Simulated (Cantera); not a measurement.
Mixture: 23.8 % H₂, 9.91 % O₂, 66.3 % N₂, equivalence ratio 1.2, at 4.70 bar, adiabatic and at constant pressure. Ignition delay is the time to a rise of 400 K.

Model: the H2/O2 subset of GRI-Mech 3.0, which has no nitrogen chemistry, integrated in Cantera. The hydrogen kinetics of GRI-Mech 3.0 are dated; newer H2 mechanisms differ, most at raised pressure. Below about 950 K walls govern HO2 and H2O2 in real vessels.

**Question.** At T0 = 1075 K, what is the delay, and which 8 reactions control it most (d ln τ / d ln k, from doubling and halving each rate constant)?

**Answer.** The delay is 1.30 ms.
```
reaction                  d ln τ / d ln k   faster rate
------------------------  ---------------  ------------
H + O2 <=> O + OH                   -3.12   shortens it
H + O2 + N2 <=> HO2 + N2             1.56  lengthens it
H + O2 + M <=> HO2 + M               0.78  lengthens it
H + H2O2 <=> H2 + HO2               -0.52   shortens it
H + HO2 <=> 2 OH                    -0.37   shortens it
2 OH (+M) <=> H2O2 (+M)             -0.37   shortens it
H + O2 + O2 <=> HO2 + O2             0.18  lengthens it
H + HO2 <=> H2 + O2                  0.18  lengthens it
```
